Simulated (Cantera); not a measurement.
An isothermal plug-flow reactor at 1148 K and 0.210 bar (inlet), inlet velocity 0.43 m/s, active area per volume 110 1/m; feed CH4 : O2 : N2 : H2O = 0.0096 : 0.012 : 0.79 : 0.006 (molar parts).

Model: Deutschmann's 1995 Pt surface mechanism with GRI-Mech 3.0 gas chemistry, integrated in Cantera. Catalytic surfaces can have several steady states; this one follows from the mechanism file's or the stated starting coverage. Mass transfer to the wall is taken as infinitely fast.

Problem. What does this change do: CH4 0.0096 to 0.005 parts?

Solution. 
```json
[
 {"quantity": "x(CH4) at z = 0.0075 m", "before": "7.42e-5", "after": "0.000575"},
 {"quantity": "x(O2) at z = 0.0075 m", "before": "1.03e-8", "after": "0.00374"},
 {"quantity": "x(H2O) at z = 0.0075 m", "before": "0.0193", "after": "0.0184"},
 {"quantity": "x(CO2) at z = 0.0075 m", "before": "0.00555", "after": "0.00550"},
 {"quantity": "x(CO) at z = 0.0075 m", "before": "0.00599", "after": "1.57e-6"},
 {"quantity": "θ(free Pt) at the exit", "before": "0.988", "after": "0.699"}
]
```
